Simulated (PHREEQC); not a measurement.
## Acid rinse or clean: speciation

Make-up at 25 °C: 0.0027 mol HCl, 0.26 mol NaCl and 0.086 mol CuCl2 per kg of water. Closed to the air; pH follows from the charge balance.

The numbers come from PHREEQC with the ion-association model, phreeqc.dat.

No solid was allowed to form.

### Question
Estimate the pH.

### Answer
pH 2.68.

### Question
In which forms is Cu present?

### Answer
Cu+2 77 %, CuCl+ 22 %, CuCl2 1.8 % of the Cu.
